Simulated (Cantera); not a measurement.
Charge: 1 mol C2H2, 1.3 mol CO2, a varied amount of H2, at 1 atm.

Method: chemical equilibrium by Gibbs-energy minimisation in Cantera with the NASA 1993 tables (ideal gas, pure condensed phases). Candidate condensed phases: C, C6H6, C7H8, C8H18, H2O; 110 gas species. The numbers say what is thermodynamically allowed, not how fast it happens.

What condenses at these points (T in °C, n(H2) in mol): (452, 31); (952, 39); (852, 25); (1002, 20); (552, 7)?


```
T (°C)  n(H2) in mol  condensed phases  C condensed (%)
------  ------------  ----------------  ---------------
452               31          gas only              0.0
952               39                 C              8.1
852               25                 C              6.6
1002              20                 C             16.9
552                7                 C             34.4
```
